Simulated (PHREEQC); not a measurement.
0.036 g of hydrous ferric oxide (600 m²/g; 0.2 weak and 0.005 strong sites per Fe, Dzombak-Morel constants, diffuse double layer) in 1 kg of water with 0.01 mol/kgw of an inert sodium salt and 0.032 mmol/kgw BaCl2, at 25 °C; the pH is set by adding NaOH or the inert anion's acid. Oxygen is held at 0.21 atm. CO2 from the air is kept out. No solid was allowed to form.

The series has 13 steps of pH, from 3 to 11.

All values are PHREEQC results (ion-association model, wateq4f.dat), not measurements.

Question: Near which pH is half of the Ba sorbed, and on which side is more sorbed?

Answer: Near pH 10.2, with more sorbed at higher pH.

Species that the database lacks are ignored. The oxide is taken as insoluble; below pH 4 it would dissolve.
